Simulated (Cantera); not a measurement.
An isothermal, constant-pressure homogeneous reactor starts with C₂H₆ : N₂ = 1 : 3.1 (molar parts), at 1600 K and 0.825 Torr.

Detailed kinetics in Cantera: GRI-Mech 3.0 (53 species, 325 reactions). GRI-Mech 3.0 stops at C3 and has no aromatics, soot or wall deposition, so with more carbon than oxygen in the feed, carbon stays in small species such as C2H2 where larger ones or solid carbon would form. Radical loss at walls, strong at low pressure, is not modelled.

Q: Predict: x(C₂H₆) at 20.0 s; x(H₂) at 20.0 s; x(H) at 20.0 s; x(HCN) at 20.0 s; x(CH₃) at 20.0 s.

A: 
```
Quantity                                               Value
-----------------  -----------------------------------------
x(C₂H₆) at 20.0 s   6.16e-7 (gas-phase equilibrium 6.38e-12)
x(H₂) at 20.0 s          0.311 (gas-phase equilibrium 0.327)
x(H) at 20.0 s     0.000362 (gas-phase equilibrium 0.000944)
x(HCN) at 20.0 s       2.42e-6 (gas-phase equilibrium 0.117)
x(CH₃) at 20.0 s    0.000329 (gas-phase equilibrium 1.21e-6)
```
